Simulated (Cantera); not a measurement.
# Adiabatic ignition

An adiabatic, constant-pressure homogeneous reactor starts with 6.33 % CH₄, 8.86 % CO, 17.8 % O₂, 67.0 % N₂, equivalence ratio 0.96, at 1425 K and 750 Torr.

Detailed kinetics in Cantera: GRI-Mech 3.0 (53 species, 325 reactions).

```csv
t (s),T (K),x CH₄,x CO,x O₂,x HCN,x CH₂CO,x H₂O
2.00e-6,1425,0.0633,0.0886,0.178,<1e-12,<1e-12,1.63e-8
7.17e-6,1425,0.0633,0.0886,0.178,<1e-12,1.69e-12,1.21e-7
2.57e-5,1425,0.0632,0.0886,0.178,<1e-12,2.66e-11,6.67e-7
9.21e-5,1425,0.0632,0.0885,0.178,<1e-12,4.26e-10,4.37e-6
0.000330,1425,0.0632,0.0885,0.178,<1e-12,8.06e-9,4.27e-5
0.00118,1430,0.0621,0.0885,0.177,<1e-12,4.32e-7,0.000738
0.00424,2706,<1e-12,0.0557,0.0306,4.86e-10,<1e-12,0.106
0.0152,2699,<1e-12,0.0559,0.0284,7.83e-10,<1e-12,0.107
0.0545,2699,<1e-12,0.0559,0.0284,7.84e-10,<1e-12,0.107
0.195,2699,<1e-12,0.0559,0.0284,7.84e-10,<1e-12,0.107
0.700,2699,<1e-12,0.0559,0.0284,7.84e-10,<1e-12,0.107
2.51,2699,<1e-12,0.0559,0.0284,7.84e-10,<1e-12,0.107
9.00,2699,<1e-12,0.0559,0.0284,7.84e-10,<1e-12,0.107
```
x: mole fraction; the columns are a selection and need not sum to one.

| Property | Value |
|---|---|
| time of steepest temperature rise | 2.49 ms |
| temperature at 9.00 s | 2699 K |
| equilibrium temperature | 2699 K |
| x(CH₄) at 9.00 s | <1e-12 (gas-phase equilibrium <1e-12) |
| x(CO) at 9.00 s | 0.0559 (gas-phase equilibrium 0.0559) |
| x(O₂) at 9.00 s | 0.0284 (gas-phase equilibrium 0.0284) |
